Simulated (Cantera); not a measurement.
Charge: 1 mol CsOH, 0.7 mol H2O, 1.8 mol O2, at 0.293 Torr.

Cantera equilibrium calculation (NASA polynomials, part measured and part estimated; ideal gas, pure solids and liquids). Candidate condensed phases: Cs, CsOH, H2O; 15 gas species. The numbers say what is thermodynamically allowed, not how fast it happens.

x: gas mole fraction; nothing condenses.

| T (K) | x O2 | x CsOH | x H2O | x Cs | x O | x OH | x H | x H2 |
|---|---|---|---|---|---|---|---|---|
| 1023 | 0.514 | 0.286 | 0.200 | 5.91e-6 | 1.13e-8 | 2.25e-6 | 1.03e-11 | 2.41e-9 |
| 1123 | 0.514 | 0.286 | 0.200 | 5.37e-5 | 1.60e-7 | 1.23e-5 | 3.89e-10 | 3.25e-8 |
| 1223 | 0.514 | 0.285 | 0.200 | 0.000338 | 1.47e-6 | 5.12e-5 | 8.16e-9 | 2.87e-7 |
| 1323 | 0.514 | 0.284 | 0.200 | 0.00160 | 9.66e-6 | 0.000172 | 1.09e-7 | 1.84e-6 |
| 1423 | 0.513 | 0.278 | 0.202 | [?] | [?] | [?] | [?] | [?] |
| 1523 | 0.511 | 0.264 | 0.206 | 0.0179 | 0.000200 | 0.00121 | 7.15e-6 | 3.73e-5 |
| 1623 | 0.507 | 0.233 | 0.213 | 0.0429 | 0.000686 | 0.00273 | 4.01e-5 | 0.000131 |
| 1723 | 0.500 | 0.186 | 0.225 | 0.0816 | 0.00203 | 0.00562 | 0.000187 | 0.000410 |
| 1823 | 0.489 | [?] | 0.236 | [?] | [?] | [?] | [?] | [?] |
| 1923 | 0.476 | 0.0837 | 0.241 | 0.163 | 0.0126 | 0.0187 | 0.00252 | 0.00279 |
| 2023 | 0.457 | 0.0496 | 0.235 | 0.187 | 0.0273 | 0.0303 | 0.00746 | 0.00602 |
| 2123 | 0.429 | 0.0277 | 0.214 | 0.198 | 0.0541 | 0.0449 | 0.0195 | 0.0115 |

Question: Some entries are withheld; supply them.

Answer: 
- 1823, x CsOH: 0.131
- 1823, x Cs: 0.125
- 1823, x O: 0.00534
- 1823, x OH: 0.0107
- 1823, x H: 0.000740
- 1823, x H2: 0.00114
- 1423, x Cs: 0.00596
- 1423, x O: 4.88e-5
- 1423, x OH: 0.000488
- 1423, x H: 1.02e-6
- 1423, x H2: 9.12e-6
